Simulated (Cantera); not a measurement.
A perfectly stirred reactor is fed with 1.50 % CH4, 98.3 % H2, 0.206 % CO2, at 10.00 Torr; it is held at 2525 K, and followed from long to short residence time.

Computed with Cantera and GRI-Mech 3.0 (53 species, 325 reactions). GRI-Mech 3.0 stops at C3 and has no aromatics, soot or wall deposition, so with more carbon than oxygen in the feed, carbon stays in small species such as C2H2 where larger ones or solid carbon would form. Radical loss at walls, strong at low pressure, is not modelled.

Question: Predict: x(CH4) at τ = 0.770 s; x(H2) at τ = 0.770 s; x(CO2) at τ = 0.770 s; x(OH) at τ = 0.770 s; x(CH3) at τ = 0.770 s; x(CH4) at τ = 41.0 ms; x(H2) at τ = 41.0 ms; x(CO2) at τ = 41.0 ms; x(OH) at τ = 41.0 ms; x(CH3) at τ = 41.0 ms.

Answer: 
| Quantity | Result |
|---|---|
| x(CH4) at τ = 0.770 s | 1.47e-5 |
| x(H2) at τ = 0.770 s | 0.845 |
| x(CO2) at τ = 0.770 s | 2.91e-7 |
| x(OH) at τ = 0.770 s | 5.82e-7 |
| x(CH3) at τ = 0.770 s | 4.48e-5 |
| x(CH4) at τ = 41.0 ms | 0.000767 |
| x(H2) at τ = 41.0 ms | 0.944 |
| x(CO2) at τ = 41.0 ms | 1.83e-5 |
| x(OH) at τ = 41.0 ms | 1.09e-5 |
| x(CH3) at τ = 41.0 ms | 0.000650 |
